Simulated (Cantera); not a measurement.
A closed system holds: 1 mol HI, 1.2 mol H₂, 0.72 mol H₂O, at 2752 °C and 1330 Pa.

Cantera equilibrium calculation (NASA polynomials, part measured and part estimated; ideal gas, pure solids and liquids). Candidate condensed phases: H₂O, I₂; 12 gas species. Equilibrium is a limit: real reactors are often held back by kinetics, nucleation or transport.

Base state: H 0.548, I 0.185, H₂ 0.138, O 0.0724, OH 0.0298, H₂O 0.0221, O₂ 0.00460, HI 0.000817 (mole fractions); condensed: gas only.

Task: What changes in the equilibrium state with this change: HI replaced by SO₂?

Result: 
```csv
species,before,after
H,0.548,0.416
O,0.0724,0.194
SO,0,0.0906
I,0.185,0
S,0,0.0619
SO₂,0,0.0275
O₂,0.00460,0.0329
OH,0.0298,0.0606
H₂,0.138,0.0794
H₂O,0.0221,0.0342
SH,0,0.00236
HI,0.000817,0
```
Further candidate phases: H₂SO₄, S.
